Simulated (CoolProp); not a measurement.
Vapour-liquid equilibrium of hydrogen sulfide (1) + isobutane (2) at 1980 kPa; x and y are mole fractions of (1).

Model: multi-fluid Helmholtz-energy mixture model, Lemmon 2006 and Bücker 2006; pair parameters Kunz 2012, in CoolProp.

```json
[
 {"x": "0.05", "bubble temperature (K)": "364.7", "y at the bubble point": "0.138", "dew temperature at overall composition x (K)": "370.0", "liquid density (mol/L)": "7.904"},
 {"x": "0.125", "bubble temperature (K)": "352.6", "y at the bubble point": "0.331", "dew temperature at overall composition x (K)": "365.5", "liquid density (mol/L)": "8.673"},
 {"x": "0.2", "bubble temperature (K)": "341.8", "y at the bubble point": "0.487", "dew temperature at overall composition x (K)": "360.9", "liquid density (mol/L)": "9.445"},
 {"x": "0.275", "bubble temperature (K)": "332.8", "y at the bubble point": "0.601", "dew temperature at overall composition x (K)": "356.2", "liquid density (mol/L)": "10.22"},
 {"x": "0.35", "bubble temperature (K)": "325.6", "y at the bubble point": "0.684", "dew temperature at overall composition x (K)": "351.4", "liquid density (mol/L)": "11.00"},
 {"x": "0.425", "bubble temperature (K)": "319.9", "y at the bubble point": "[?]", "dew temperature at overall composition x (K)": "346.3", "liquid density (mol/L)": "11.82"},
 {"x": "0.5", "bubble temperature (K)": "315.3", "y at the bubble point": "[?]", "dew temperature at overall composition x (K)": "340.9", "liquid density (mol/L)": "12.70"},
 {"x": "0.575", "bubble temperature (K)": "[?]", "y at the bubble point": "0.828", "dew temperature at overall composition x (K)": "335.0", "liquid density (mol/L)": "13.65"},
 {"x": "0.65", "bubble temperature (K)": "[?]", "y at the bubble point": "0.859", "dew temperature at overall composition x (K)": "328.7", "liquid density (mol/L)": "14.73"},
 {"x": "0.725", "bubble temperature (K)": "305.7", "y at the bubble point": "0.888", "dew temperature at overall composition x (K)": "321.8", "liquid density (mol/L)": "15.97"},
 {"x": "0.8", "bubble temperature (K)": "303.2", "y at the bubble point": "0.917", "dew temperature at overall composition x (K)": "[?]", "liquid density (mol/L)": "[?]"},
 {"x": "0.875", "bubble temperature (K)": "300.9", "y at the bubble point": "0.946", "dew temperature at overall composition x (K)": "[?]", "liquid density (mol/L)": "19.12"},
 {"x": "0.95", "bubble temperature (K)": "[?]", "y at the bubble point": "0.977", "dew temperature at overall composition x (K)": "300.6", "liquid density (mol/L)": "21.18"}
]
```

Some entries are withheld; supply them.


- 0.425, y at the bubble point: 0.744
- 0.5, y at the bubble point: 0.791
- 0.575, bubble temperature (K): 311.6
- 0.65, bubble temperature (K): 308.4
- 0.8, dew temperature at overall composition x (K): 314.3
- 0.8, liquid density (mol/L): 17.41
- 0.875, dew temperature at overall composition x (K): 306.9
- 0.95, bubble temperature (K): 298.8

No azeotrope shows between x = 0.05 and 0.95.

Pair parameters are fitted to limited data, so mixtures are less certain than the pure fluids. The gap from Raoult's law changes sign with composition, which may be real or a fault of the pair parameters; it wasn't checked against measurements.
